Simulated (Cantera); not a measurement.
Feed: 1 mol Si3N4, 0.0022 mol H2O, a varied amount of H2, equilibrated at 1527 °C and 0.00975 Torr.

These are equilibrium values from Cantera (NASA tables, ideal gas, pure condensed phases), not measurements of a reactor. Candidate condensed phases: H2O, Si, SiO2, Si2N2O, Si3N4; 35 gas species. Equilibrium is a limit: real reactors are often held back by kinetics, nucleation or transport.

Question: At 140 mol H2, list the 5 most abundant gas species with their mole fractions, and the condensed phases.

Answer: H2 0.874, H 0.0929, Si 0.0196, N2 0.0132, SiH 7.54e-5. Condensed: gas only.
